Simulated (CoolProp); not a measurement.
Vapour-liquid equilibrium of CH2F2 (R32) (1) + dimethyl ether (2) at 272.2 K; x and y are mole fractions of (1).

Computed with CoolProp (multi-fluid Helmholtz-energy mixture model, Tillner-Roth 1997 and Wu 2011; pair parameters Bell 2016).

```tsv
x	bubble pressure, mixture model (kPa)	bubble pressure, Raoult's law (kPa)	y, mixture model	y, Raoult's law
0.05	280.1	284.4	0.120	0.139
0.15	328.4	337.5	0.321	0.350
0.25	380.6	390.6	0.477	0.505
0.35	435.1	443.7	0.599	0.622
0.45	490.5	496.7	0.695	0.714
0.55	545.8	549.8	0.772	0.789
0.65	600.4	602.9	0.835	0.850
0.75	654.3	656.0	0.888	0.902
0.85	707.7	709.0	0.935	0.945
0.95	761.4	762.1	0.979	0.983
```

The largest gap from Raoult's law is -2.7 % in bubble pressure, at x = 0.15. No azeotrope shows between x = 0.05 and 0.95.

The pair parameters rest on a limited set of measurements; away from them the model extrapolates.
